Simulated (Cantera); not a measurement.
Charge: 1 mol BN, 0.012 mol H2, equilibrated at 2025 K and 2.00 Pa.

Cantera equilibrium calculation (NASA polynomials, part measured and part estimated; ideal gas, pure solids and liquids). Candidate condensed phases: B, BN; 15 gas species. Equilibrium is a limit: real reactors are often held back by kinetics, nucleation or transport.

Base state: N2 0.950, H 0.0335, B 0.0101, H2 0.00606, BN 4.50e-5 (mole fractions); condensed: B(s).

Question: What changes in the equilibrium state with this change: temperature from 2025 K to 3000 K?

Answer: 
```
species     before     after
---------  -------  --------
B           0.0101     0.655
N2           0.950     0.327
H           0.0335    0.0157
H2         0.00606   1.99e-7
N          2.81e-7   0.00178
BN         4.50e-5  0.000318
B(s), mol    0.995         0
```
